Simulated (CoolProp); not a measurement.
Vapour-liquid equilibrium of methanol (1) + isohexane (2) at 779 kPa; x and y are mole fractions of (1).

Values from CoolProp's multi-fluid Helmholtz-energy mixture model, de Reuck 1993 and Lemmon 2006; pair parameters Bell 2016.

| x | bubble temperature, mixture model (K) | bubble temperature, Raoult's law (K) | y, mixture model | y, Raoult's law |
|---|---|---|---|---|
| 0.05 | 406.0 | 414.2 | 0.175 | 0.072 |
| 0.15 | 395.8 | 412.1 | 0.362 | 0.204 |
| 0.25 | 391.2 | 410.2 | 0.452 | 0.324 |
| 0.35 | 389.2 | 408.4 | 0.503 | 0.434 |
| 0.45 | 388.3 | 406.9 | 0.536 | 0.536 |
| 0.55 | 388.0 | 405.5 | 0.561 | 0.632 |
| 0.65 | 388.2 | 404.1 | 0.589 | 0.721 |
| 0.75 | 389.0 | 402.9 | 0.630 | 0.806 |
| 0.85 | 391.2 | 401.8 | 0.709 | 0.886 |
| 0.95 | 396.2 | 400.8 | 0.868 | 0.963 |

The largest gap from Raoult's law is -19.2 K in bubble temperature, at x = 0.35. y crosses x between x = 0.55 and 0.65: the model has an azeotrope there.

Pair parameters are fitted to limited data, so mixtures are less certain than the pure fluids. With so large a gap from Raoult's law the liquid may split in two, which this calculation doesn't test in full.
